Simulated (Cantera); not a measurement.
Input: 1 mol CsOH, 2.5 mol H2, 0.038 mol H2O, at 510000 Pa.

These are equilibrium values from Cantera (NASA tables, ideal gas, pure condensed phases), not measurements of a reactor. Candidate condensed phases: Cs, CsOH, H2O; 15 gas species. Rates play no part.

x: gas mole fraction; n: condensed amount in mol.

```tsv
T (°C)	x H2	x CsOH	x H2O	x Cs	x Cs2(OH)2	x H	x Cs2	n CsOH(l)
675	0.979	0.00401	0.0150	8.69e-5	0.00149	2.30e-10	[?]	0.982
775	0.961	0.0186	0.0157	0.00109	0.00390	3.35e-9	[?]	0.929
875	0.901	0.0642	0.0204	0.00666	0.00820	3.01e-8	[?]	0.759
975	0.753	0.178	0.0331	0.0214	0.0147	1.79e-7	[?]	0.252
1075	0.682	0.230	0.0458	0.0350	0.00715	8.46e-7	[?]	0
1175	0.669	0.226	0.0568	0.0460	0.00237	3.34e-6	[?]	0
1275	0.658	0.216	0.0679	0.0572	0.000860	1.11e-5	[?]	0
1375	0.648	0.204	0.0789	0.0683	0.000342	3.18e-5	0.000141	0
1475	0.639	0.192	0.0898	0.0792	0.000148	8.09e-5	0.000149	0
1575	0.630	0.180	0.100	0.0897	6.89e-5	0.000186	0.000155	0
1675	0.621	0.168	0.110	0.0997	3.42e-5	0.000394	0.000156	0
1775	0.613	0.158	0.120	0.109	1.80e-5	0.000776	0.000156	0
1875	0.605	0.147	0.128	0.118	9.92e-6	0.00143	0.000153	0
```

Question: Complete the blanks.

Answer: 
- 675, x Cs2: 3.54e-9
- 775, x Cs2: 3.11e-7
- 875, x Cs2: 7.06e-6
- 975, x Cs2: 4.76e-5
- 1075, x Cs2: 8.83e-5
- 1175, x Cs2: 0.000111
- 1275, x Cs2: 0.000128
